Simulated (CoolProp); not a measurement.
Vapour-liquid equilibrium of benzene (1) + cyclohexane (2) at 0.114 MPa; x and y are mole fractions of (1).

Computed with CoolProp (multi-fluid Helmholtz-energy mixture model, Thol 2012 and Zhou 2014; pair parameters Bell 2016).

```
x     bubble temperature (K)  y at the bubble point  dew temperature at overall composition x (K)  liquid density (mol/L)
----  ----------------------  ---------------------  --------------------------------------------  ----------------------
0.05                   357.2                  0.067                                         357.3                   8.581
0.15                   356.0                  0.187                                         356.4                   8.743
0.25                   355.2                  0.291                                         355.5                   8.910
0.35                   354.7                  0.383                                         354.9                   9.081
0.45                   354.4                  0.469                                         354.4                   9.259
0.55                   354.3                  0.550                                         354.3                   9.443
0.65                   354.4                  0.633                                         354.4                   9.634
0.75                   354.7                  0.719                                         354.9                   9.832
0.85                   355.3                  0.816                                         355.6                   10.04
0.95                   356.4                  0.932                                         356.6                   10.25
```

y crosses x between x = 0.55 and 0.65: the model has an azeotrope there.

Pair parameters are fitted to limited data, so mixtures are less certain than the pure fluids.
